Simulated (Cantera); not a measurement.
An isothermal, constant-pressure homogeneous reactor starts with C2H6 : N2 = 1 : 2 (molar parts), at 1250 K and 36.8 Torr.

Model: GRI-Mech 3.0 (53 species, 325 reactions), integrated in Cantera. GRI-Mech 3.0 stops at C3 and has no aromatics, soot or wall deposition, so with more carbon than oxygen in the feed, carbon stays in small species such as C2H2 where larger ones or solid carbon would form. Radical loss at walls, strong at low pressure, is not modelled.

Problem. Predict: x(C2H6) at 6.00 s; x(H2) at 6.00 s; x(H) at 6.00 s; x(CH3) at 6.00 s.

Solution. 
```json
{
 "x(C2H6) at 6.00 s": "5.12e-5 (gas-phase equilibrium 1.51e-5)",
 "x(H2) at 6.00 s": "0.311 (gas-phase equilibrium 0.318)",
 "x(H) at 6.00 s": "2.06e-6 (gas-phase equilibrium 1.24e-6)",
 "x(CH3) at 6.00 s": "7.28e-6 (gas-phase equilibrium 5.14e-6)"
}
```
